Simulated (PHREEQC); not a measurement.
A column of 0.1 m (40 cells, dispersivity 0.005 m, 720 s a shift, diffusion coefficient 3e-10 m²/s) holds 0.01 eq of the database's cation exchanger X per kg of pore water, first in equilibrium with 78 mmol/kgw CaCl2, 8.3 mmol/kgw MgCl2 and 0.01 mmol/kgw HCl. It is flushed with 0.0047 mol/kgw KBr and 1e-05 mol/kgw HCl, at 40 °C. Values are for the last cell. The system is closed to CO2. Nothing may precipitate in this run.

The series has 32 steps of pore volumes, from 0 to 6.987.

The numbers come from PHREEQC with the ion-association model, phreeqc.dat.

Q: After how many pore volumes does Br at the outlet first reach half of its feed value?

A: By 1.1 pore volumes.

Q: After how many pore volumes does K at the outlet first reach half of its feed value?

A: By 1.4 pore volumes.

Complexes and solids missing from the database can't appear. At this temperature some constants are extrapolated from 25 °C, and those without enthalpy data are left unchanged.
